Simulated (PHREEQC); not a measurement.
PHREEQC input (ion-association model, wateq4f.dat):

```
SOLUTION 1
  temp 20
  units mol/kgw
  pH 7 charge
END
SELECTED_OUTPUT 1
  -reset false
  -pH true
  -pe true
  -ionic_strength true
  -water true
  -totals Ca F
  -molalities H+ Ca+2 F- CaOH+ O2 OH- CaF+ HF HF2- H2F2
  -equilibrium_phases Fluorite
  -saturation_indices Portlandite
PRINT
  -reset false
USE solution 1
REACTION_TEMPERATURE 1
  10 18 26 34 42 50 58 66 74 82 90
EQUILIBRIUM_PHASES 1
  Fluorite 0 0.2
  O2(g) -0.68 10
END
```

Selected output (columns that matter, 10 of 11 rows; T (°C) added in front):

```
T (°C)	pH	mu	Ca	F	m_H+	m_Ca+2	m_F-	m_OH-	Fluorite	si_Portlandite
10	7.3328	0.00050012	0.00016689	0.00033379	4.7609e-08	0.00016659	0.00033347	6.4533e-08	0.19983	-13.159
18	7.1998	0.00054628	0.00018237	0.00036473	6.4742e-08	0.00018193	0.00036426	9.3997e-08	0.19982	-12.732
26	7.0805	0.00059028	0.00019714	0.00039428	8.5317e-08	0.00019652	0.00039362	1.3359e-07	0.1998	-12.317
34	6.9739	0.00063157	0.00021105	0.0004221	1.0921e-07	0.00021021	0.00042118	1.8587e-07	0.19979	-11.914
42	6.8788	0.00066975	0.00022395	0.0004479	1.361e-07	0.00022283	0.00044666	2.539e-07	0.19978	-11.521
58	6.7198	0.00073554	0.00024634	0.00049267	1.9669e-07	0.0002445	0.00049058	4.5198e-07	0.19975	-10.764
66	6.6543	0.00076278	0.0002557	0.0005114	2.2897e-07	0.00025343	0.00050876	5.9087e-07	0.19974	-10.399
74	6.5971	0.00078616	0.00026381	0.00052762	2.6147e-07	0.00026104	0.00052435	7.6324e-07	0.19974	-10.042
82	6.5476	0.00080568	0.00027067	0.00054134	2.9337e-07	0.00026736	0.00053735	9.7504e-07	0.19973	-9.6929
90	6.5051	0.00082143	0.0002763	0.0005526	3.2386e-07	0.00027241	0.00054779	1.2329e-06	0.19972	-9.3514
```

Complexes and solids missing from the database can't appear. Constants without temperature data keep their 25 °C values here.
